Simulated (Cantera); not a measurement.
Feed: 1 mol Si, 2.4 mol F2, 0.87 mol N2, held at 1098.15 K and 1.00 bar.

Cantera equilibrium calculation (NASA polynomials, part measured and part estimated; ideal gas, pure solids and liquids). Candidate condensed phases: Si, Si3N4; 16 gas species. The numbers say what is thermodynamically allowed, not how fast it happens.

Base state: SiF4 0.423, N2 0.367, F2 0.123, F 0.0837, NF3 0.00269 (mole fractions); condensed: gas only.

Problem. What changes in the equilibrium state with this change: pressure from 1.00 bar to 10.0 mbar?

Solution. 
```
species   before    after
-------  -------  -------
SiF4       0.423    0.380
N2         0.367    0.330
F         0.0837    0.277
F2         0.123   0.0135
NF3      0.00269  9.20e-7
```

Problem. What changes in the equilibrium state with this change: temperature from 1098.15 K to 598 K?

Solution. 
```csv
species,before,after
SiF4,0.423,0.499
N2,0.367,0.368
NF3,0.00269,0.133
F2,0.123,0.000572
F,0.0837,3.19e-6
```
